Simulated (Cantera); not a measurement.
A perfectly stirred reactor is fed with CH4 : H2O = 1 : 1.3 (molar parts), at 35000 Pa; it is held at 2050 K, and followed from long to short residence time.

Detailed kinetics in Cantera: GRI-Mech 3.0 (53 species, 325 reactions).

Q: Predict: x(CH4) at τ = 2.30 s; x(H2O) at τ = 2.30 s; x(H) at τ = 2.30 s; x(CH2O) at τ = 2.30 s; x(CH3) at τ = 2.30 s; x(CH4) at τ = 69.0 ms; x(H2O) at τ = 69.0 ms; x(H) at τ = 69.0 ms; x(CH2O) at τ = 69.0 ms; x(CH3) at τ = 69.0 ms.

A: 
```json
{
  "x(CH4) at τ = 2.30 s": "0.00156",
  "x(H2O) at τ = 2.30 s": "0.0693",
  "x(H) at τ = 2.30 s": "0.00314",
  "x(CH2O) at τ = 2.30 s": "1.85e-7",
  "x(CH3) at τ = 2.30 s": "0.000137",
  "x(CH4) at τ = 69.0 ms": "0.0114",
  "x(H2O) at τ = 69.0 ms": "0.138",
  "x(H) at τ = 69.0 ms": "0.00287",
  "x(CH2O) at τ = 69.0 ms": "2.48e-6",
  "x(CH3) at τ = 69.0 ms": "0.00100"
}
```
